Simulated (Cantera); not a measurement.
Input: 1 mol C₂H₄, 0.33 mol H₂, at 1623 K.

Method: chemical equilibrium by Gibbs-energy minimisation in Cantera with the NASA 1993 tables (ideal gas, pure condensed phases). Candidate condensed phases: C, C₆H₆, C₇H₈, C₈H₁₈; 76 gas species. The ideal-gas law is rough above about 30 bar. The numbers say what is thermodynamically allowed, not how fast it happens.

x: gas mole fraction; n: condensed amount in mol.

```json
[
 {"P (Pa)": "10", "x H₂": "0.993", "x CH₄": "1.46e-7", "x H": "0.00689", "x C₂H₄": "?", "n C(graphite)": "2.00"},
 {"P (Pa)": "56", "x H₂": "0.997", "x CH₄": "8.25e-7", "x H": "0.00292", "x C₂H₄": "?", "n C(graphite)": "2.00"},
 {"P (Pa)": "320", "x H₂": "0.999", "x CH₄": "4.73e-6", "x H": "0.00122", "x C₂H₄": "?", "n C(graphite)": "2.00"},
 {"P (Pa)": "1800", "x H₂": "0.999", "x CH₄": "2.67e-5", "x H": "0.000515", "x C₂H₄": "?", "n C(graphite)": "2.00"},
 {"P (Pa)": "10000", "x H₂": "1.000", "x CH₄": "0.000148", "x H": "0.000219", "x C₂H₄": "?", "n C(graphite)": "2.00"},
 {"P (Pa)": "56000", "x H₂": "0.999", "x CH₄": "0.000829", "x H": "9.23e-5", "x C₂H₄": "?", "n C(graphite)": "2.00"},
 {"P (Pa)": "320000", "x H₂": "0.995", "x CH₄": "0.00470", "x H": "3.85e-5", "x C₂H₄": "?", "n C(graphite)": "1.99"},
 {"P (Pa)": "1800000", "x H₂": "0.975", "x CH₄": "0.0253", "x H": "1.61e-5", "x C₂H₄": "?", "n C(graphite)": "1.94"},
 {"P (Pa)": "10000000", "x H₂": "0.884", "x CH₄": "0.116", "x H": "6.50e-6", "x C₂H₄": "?", "n C(graphite)": "1.76"}
]
```

Question: Some entries are withheld; supply them.

Answer: 
- 10, x C₂H₄: 3.14e-10
- 56, x C₂H₄: 1.77e-9
- 320, x C₂H₄: 1.02e-8
- 1800, x C₂H₄: 5.72e-8
- 10000, x C₂H₄: 3.18e-7
- 56000, x C₂H₄: 1.78e-6
- 320000, x C₂H₄: 1.01e-5
- 1800000, x C₂H₄: 5.44e-5
- 10000000, x C₂H₄: 0.000249
